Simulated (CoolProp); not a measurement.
Tetradecamethylhexasiloxane (MD4M) along the isotherm 620 K: Z from the reference equation and from simpler models built on Tc = 653.2 K, pc = 0.8286 MPa, ω = 0.800; each cubic takes its own stable root.

Computed with CoolProp (reference Helmholtz-energy equation of state, Thol 2019).

```
p (MPa)  phase  reference  Pitzer virial  van der Waals
-------  -----  ---------  -------------  -------------
0.0259     gas     0.9846         0.9856         0.9894
0.0518     gas     0.9688         0.9713         0.9786
0.0777     gas     0.9527         0.9569         0.9675
0.104      gas     0.9360         0.9424         0.9561
0.129      gas     0.9197         0.9285         0.9450
0.155      gas     0.9023         0.9141         0.9332
0.181      gas     0.8845         0.8997         0.9212
0.207      gas     0.8662         0.8853         0.9088
0.233      gas     0.8473         0.8709         0.8962
0.259      gas     0.8279         0.8565         0.8831
0.285      gas     0.8077         0.8421         0.8698
0.311      gas     0.7868         0.8276         0.8559
0.337      gas     0.7651         0.8132         0.8417
0.362      gas     0.7432         0.7994         0.8275
0.388      gas     0.7194         0.7850         0.8122
0.414      gas     0.6941         0.7706         0.7962
```
